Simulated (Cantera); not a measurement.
Feed: 1 mol FeS, 0.35 mol O2, 0.31 mol H2O, at 0.0133 bar.

Cantera equilibrium calculation (NASA polynomials, part measured and part estimated; ideal gas, pure solids and liquids). Candidate condensed phases: Fe, FeO, Fe(OH)2, Fe(OH)3, FeS, FeSO4, FeS2, Fe2O3, Fe2(SO4)3, Fe3O4, H2O, H2SO4, S; 22 gas species. Metal and sulfide melt together well below either melting point, which pure phases cannot show. Mutual solubility and eutectic melting of coexisting phases are not modelled. The tables' stoichiometric FeO is somewhat more stable than real wüstite, so its field is too wide. FeO, FeS: taken at fixed stoichiometry. Gases not in the tables: S3 to S7. The numbers say what is thermodynamically allowed, not how fast it happens.

Q: Which condensed phases are stable at each of these points (T (K)): 773, 848, 923, 998, 1073, 1148, 1223, 1298, 1373, 1448, 1523, 1598?

A: 
```csv
T (K),condensed phases,Fe condensed (%)
773,FeS(s) + FeS2(s) + Fe3O4(s),100.0
848,FeS(s) + Fe3O4(s),100.0
923,FeS(s) + Fe3O4(s),100.0
998,FeS(s) + Fe3O4(s),100.0
1073,FeS(s) + Fe3O4(s),100.0
1148,FeS(s) + Fe3O4(s),100.0
1223,FeS(s) + Fe3O4(s),100.0
1298,FeO(s) + FeS(s),100.0
1373,FeO(s) + FeS(s),100.0
1448,FeO(s) + FeS(s),100.0
1523,FeO(s) + FeS(l),100.0
1598,FeO(s) + FeS(l),100.0
```

At 773 K the condensed part is FeS(s) + FeS2(s) + Fe3O4(s). From 848 K to 1223 K the condensed part is FeS(s) + Fe3O4(s). From 1298 K to 1448 K the condensed part is FeO(s) + FeS(s). From 1523 K to 1598 K the condensed part is FeO(s) + FeS(l).
